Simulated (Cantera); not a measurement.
Feed: 1 mol HBr, 0.042 mol H2O, 0.54 mol N2, held at 3300 K and 105 Torr.

Method: chemical equilibrium by Gibbs-energy minimisation in Cantera with the NASA 1993 tables (ideal gas, pure condensed phases). Rates play no part.

```tsv
species	before	after
Br	0.392	0.395
N2	0.224	0.251
H2	0.0749	0.140
H	0.267	0.124
HBr	0.0242	0.0707
H2O	0.00294	0.0133
N	0.000102	1.12e-5
O	0.00908	0.00201
Br2	3.37e-5	9.06e-5
NO	0.000910	0.000465
O2	0.000138	7.57e-5
OH	0.00429	0.00367
```
Gas species are given as mole fractions.

Question: What was changed between the two runs?
A) N2 from 0.54 to 2.2 mol
B) pressure from 105 Torr to 37.5 Torr
C) N2 from 0.54 to 16 mol
D) temperature from 3300 K to 2923 K

Answer: D, temperature from 3300 K to 2923 K
